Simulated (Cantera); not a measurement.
What does this Cantera script print?

```python
import numpy as np
import cantera as ct

surf = ct.Interface("ptcombust.yaml", "Pt_surf")
gas = surf.adjacent["gas"]
gas.TPX = 498, 190000, {'H2': 0.013, 'O2': 0.034, 'N2': 0.79}
surf.TP = 498, 190000
reactor = ct.FlowReactor(gas, clone=False)
reactor.area = 0.0001  # m2
reactor.surface_area_to_volume_ratio = 2700  # 1/m
reactor.mass_flow_rate = 4.4 * reactor.area * gas.density  # inlet velocity 4.4 m/s
reactor.energy_enabled = False
wall = ct.ReactorSurface(surf, reactor, clone=False)
net = ct.ReactorNet([reactor])
net.rtol, net.atol = 1e-8, 1e-16
show, cover = ['H2', 'O2', 'H2O'], ['PT(S)', 'H(S)', 'O(S)', 'OH(S)', 'CO(S)', 'C(S)']

rows = []
print(f"{'z/m':>9s}{'u/(m/s)':>9s}" + "".join(f"{s:>13s}" for s in show + cover))
for z in [0.0001, 0.0002, 0.00039, 0.00075, 0.0014, 0.0028, 0.0054, 0.01]:
    net.advance(z)
    rows.append([reactor.speed, *gas[show].X, *surf[cover].coverages])
    print(f"{z:9.4g}{rows[-1][0]:9.3g}" + "".join(f"{x:13.4e}" for x in rows[-1][1:]))
```

It prints:

```
      z/m  u/(m/s)           H2           O2          H2O        PT(S)         H(S)         O(S)        OH(S)        CO(S)         C(S)
   0.0001     4.38   7.8643e-03   3.6915e-02   7.7274e-03   3.1144e-01   5.8136e-07   6.0457e-01   8.2819e-02  -1.8518e-23   2.6223e-33
   0.0002     4.38   5.1538e-03   3.5604e-02   1.0459e-02   2.1161e-01   2.2319e-07   7.0900e-01   7.8398e-02   9.0736e-23   3.8673e-27
  0.00039     4.37   3.0713e-03   3.4597e-02   1.2558e-02   1.2978e-01   7.3142e-08   8.0120e-01   6.8320e-02  -7.9837e-23  -3.1532e-27
  0.00075     4.37   1.7207e-03   3.3944e-02   1.3919e-02   7.4105e-02   2.1877e-08   8.7006e-01   5.5401e-02   2.1282e-24   6.5593e-29
   0.0014     4.37   9.5263e-04   3.3573e-02   1.4693e-02   4.1480e-02   6.5572e-09   9.1505e-01   4.3214e-02  -2.6267e-25  -1.8786e-30
   0.0028     4.37   4.8350e-04   3.3346e-02   1.5166e-02   2.1196e-02   1.6819e-09   9.4693e-01   3.1740e-02   1.1872e-25   3.2392e-30
   0.0054     4.37   2.5193e-04   3.3234e-02   1.5399e-02   1.1082e-02   4.6211e-10   9.6556e-01   2.3288e-02  -6.6635e-26   6.2479e-30
     0.01     4.37   1.3622e-04   3.3178e-02   1.5516e-02   6.0021e-03   1.3836e-10   9.7668e-01   1.7280e-02  -1.8448e-27   1.8443e-30
```

Computed with Cantera and Deutschmann's 1995 Pt surface mechanism with GRI-Mech 3.0 gas chemistry. Catalytic surfaces can have several steady states; this one follows from the mechanism file's or the stated starting coverage. Mass transfer to the wall is taken as infinitely fast.
